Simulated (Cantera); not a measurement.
Cantera run:

```python
import numpy as np
import cantera as ct

gas_names = """
    H H2 Si SiH SiH2 SiH3 SiH4 Si2 Si3
""".split()
cond_names = """
    Si(cr) Si(L)
""".split()


# ... load() reads the species with a 1 bar reference pressure and builds the phases ...
atoms = {
    'Si': {'Si': 1},
    'H2': {'H': 2},
}
top_T = {}  # K; cautious upper limits of use, not melting points


# ... equilibrate(T, P, feed) seeds the gas with the atoms and calls Mixture.equilibrate('TP', solver="vcs", rtol=1e-11, max_steps=5000) ...
results = []
feed = {'Si': 1, 'H2': 2.1}  # mol
T = 773.15  # K
P = 100000  # Pa
mix = equilibrate(T, P, feed)
results.append((T, P, feed, dict(zip(mix.species_names, mix.species_moles))))
x = sorted(zip(gas.X, gas.species_names), reverse=True)
print(f"T = {T:g} K  P = {P:g} Pa  gas = {mix.phase_moles(0):.4g} mol")
print("   x: " + "  ".join(f"{s} {v:.3e}" for v, s in x if v > 0.0001))
print("   condensed (mol): " + ("  ".join(f"{mix.phase(i).name} {mix.phase_moles(i):.4g}"
      for i in range(1, mix.n_phases) if mix.phase_moles(i) > 1e-12) or "none"))
```

Output:

```
T = 773.15 K  P = 100000 Pa  gas = 2.1 mol
   x: H2 1.000e+00
   condensed (mol): Si(cr) 1
```

These are equilibrium values from Cantera (NASA tables, ideal gas, pure condensed phases), not measurements of a reactor.
